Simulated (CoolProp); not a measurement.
Hexamethyldisiloxane (MM) along the isotherm 620 K: density (kg/m³) from the reference equation and from simpler models built on Tc = 518.7 K, pc = 1.931 MPa, ω = 0.418; each cubic takes its own stable root.

Model: reference Helmholtz-energy equation of state, Thol 2016, in CoolProp.

| p (MPa) | phase | reference |
|---|---|---|
| 0.29 | gas | 9.399 |
| 0.579 | gas | 19.33 |
| 0.869 | gas | 29.93 |
| 1.16 | gas | 41.25 |
| 1.45 | gas | 53.27 |
| 1.74 | gas | 66.07 |
| 2.03 | supercritical | 79.70 |
| 2.32 | supercritical | 94.19 |
| 2.61 | supercritical | 109.6 |
| 2.9 | supercritical | 125.9 |

How far does each simpler model (ideal gas, van der Waals, Redlich-Kwong, Peng-Robinson) lie from the reference over these 10 states: mean and median of the absolute difference, and the worst?


- ideal gas: mean 15.4 %, median 15.7 %, worst -27.4 % at 620 K and 2.9 MPa
- van der Waals: mean 4.9 %, median 2.9 %, worst +15.7 % at 620 K and 2.9 MPa
- Redlich-Kwong: mean 3.5 %, median 2.6 %, worst +9.2 % at 620 K and 2.9 MPa
- Peng-Robinson: mean 0.9 %, median 0.9 %, worst +1.4 % at 620 K and 2.9 MPa
